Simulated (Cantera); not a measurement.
A freely propagating, adiabatic, planar premixed flame of 6.97 % CH4, 16.4 % O2, 76.7 % N2, unburnt at 300 K and 1.01 bar; mixture-averaged transport, grid criteria slope 0.08 and curve 0.16, no radiation.

Computed with Cantera and GRI-Mech 3.0 (53 species, 325 reactions). Burning velocities carry a grid error of a few per cent, more on coarse grids.

Q: Predict: laminar burning velocity; thermal thickness; peak x(C2H4); peak x(OH); peak x(C2H6).

A: 
```
Property                     Result
------------------------  ---------
laminar burning velocity  17.4 cm/s
thermal thickness          0.751 mm
peak x(C2H4)               0.000241
peak x(OH)                  0.00359
peak x(C2H6)               0.000473
```
